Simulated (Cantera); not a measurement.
Input (Python, Cantera) and output of one run.

```python
import numpy as np
import cantera as ct

gas_names = [...]  # 91 gases of nasa_gas.yaml made of C, Cl, H
cond_names = """
    C(gr) C6H6(L) C7H8(L) C8H18(L),n-octa
""".split()


# ... load() reads the species with a 1 bar reference pressure and builds the phases ...
atoms = {
    'CCl4': {'C': 1, 'CL': 4},
    'CH4': {'C': 1, 'H': 4},
}
top_T = {'C(gr)': 4500}  # K; cautious upper limits of use, not melting points


# ... equilibrate(T, P, feed) seeds the gas with the atoms and calls Mixture.equilibrate('TP', solver="vcs", rtol=1e-11, max_steps=5000) ...
results = []
feed = {'CCl4': 1, 'CH4': 0.0086}  # mol
P = 12000  # Pa
for T in [823, 873, 923, 973, 1023, 1073, 1123, 1173, 1223]:
    mix = equilibrate(T, P, feed)
    results.append((T, P, feed, dict(zip(mix.species_names, mix.species_moles))))

top = {s: max(r[3][s] / sum(r[3][g] for g in gas_names) for r in results) for s in gas_names}
cols = sorted((s for s in top if top[s] > 0.0001), key=lambda s: -top[s])[:9]
seen = [c for c in cond_names if any(r[3].get(c, 0) > 1e-12 for r in results)]
print("log10 of partial pressures in bar; condensed amounts in mol")
print(f"{'T/K':>10s}" + "".join(f"{s[:9]:>10s}" for s in cols + seen))
for T, P, feed, n in results:
    ng = sum(n[g] for g in gas_names)
    print(f"{T:10.4g}" + "".join(f"{np.log10(max(n[s] / ng * P / 1e5, 1e-99)):10.3f}" for s in cols)
          + "".join(f"{n.get(c, 0):10.4g}" for c in seen))
```

Output:

```
log10 of partial pressures in bar; condensed amounts in mol
       T/K       CL2       HCL        CL      CCL4     C(gr)
       823    -0.932    -2.686    -5.269    -3.016    0.9925
       873    -0.930    -2.687    -4.819    -3.341     1.001
       923    -0.929    -2.688    -4.416    -3.632     1.005
       973    -0.929    -2.689    -4.055    -3.893     1.006
      1023    -0.929    -2.689    -3.729    -4.128     1.007
      1073    -0.930    -2.690    -3.433    -4.341     1.008
      1123    -0.931    -2.690    -3.164    -4.535     1.008
      1173    -0.933    -2.691    -2.917    -4.714     1.008
      1223    -0.936    -2.693    -2.691    -4.880     1.008
```

Equilibrium computed with Cantera from the NASA thermochemical tables; the gas is ideal and each condensed phase is pure. Gases not in the tables: chlorinated aromatics.
